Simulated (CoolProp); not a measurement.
Values from CoolProp's reference Helmholtz-energy equation of state, Lemmon 2006. It is a short technical equation, of lower accuracy than the large ones.

### Question
For carbonyl sulfide, give the phase and the cp (kJ/(kg K)), cv (kJ/(kg K)), speed of sound (m/s) at -116.05 °C and 0.508 MPa; -105.65 °C and 0.508 MPa; -42.85 °C and 0.508 MPa.

### Answer
- -116.05 °C and 0.508 MPa: liquid; cp 1.19, cv 0.771, speed of sound 1340
- -105.65 °C and 0.508 MPa: liquid; cp 1.17, cv 0.752, speed of sound 1300
- -42.85 °C and 0.508 MPa: liquid; cp 1.19, cv 0.704, speed of sound 1000
